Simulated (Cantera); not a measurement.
Feed: 1 mol MgO, 0.68 mol C, 2.2 mol H2, at 1123.15 K and 0.000350 bar.

Method: chemical equilibrium by Gibbs-energy minimisation in Cantera with the NASA 1993 tables (ideal gas, pure condensed phases). Candidate condensed phases: C, C6H6, C7H8, C8H18, H2O, Mg, MgCO3, MgO, Mg(OH)2; 116 gas species. Kinetics and transport are ignored.

Question: What is the equilibrium state?

Answer: 
```json
{
 "x(H2)": "0.999",
 "x(CO)": "0.000498",
 "x(Mg)": "0.000498",
 "x(CH4)": "1.02e-5",
 "x(H)": "2.28e-6",
 "n(C(graphite))": "0.679 mol",
 "n(MgO(s))": "0.999 mol",
 "gas_amount": "2.202 mol",
 "log10 activity of Mg(l) (absent)": "-5.69"
}
```
